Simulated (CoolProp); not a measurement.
A simple Rankine cycle with sulfur dioxide: condensing at 308.15 K, boiler at 4.99 MPa, turbine inlet 418.8 K, turbine efficiency 0.9, pump efficiency 0.6, no recuperator. Each further row changes one setting.

The numbers come from the reference Helmholtz-energy equation of state, Gao 2016 in CoolProp.

```csv
case,thermal efficiency (%),net work (kJ/kg),heat in (kJ/kg),turbine exit temperature (K),volume ratio over the turbine
as stated,17.2,62.3,363,308.2,7.88
turbine inlet 438.8 K,17.7,68.7,388,308.2,7.27
condensing temperature 300.15 K,18.5,69.3,374,300.2,9.95
boiler pressure 3.49 MPa,15.5,60.3,389,308.2,5.15
turbine efficiency 0.8,15.1,54.8,363,308.2,8.07
```

The expansion ends wet for: as stated; turbine inlet 438.8 K; condensing temperature 300.15 K; boiler pressure 3.49 MPa; turbine efficiency 0.8.
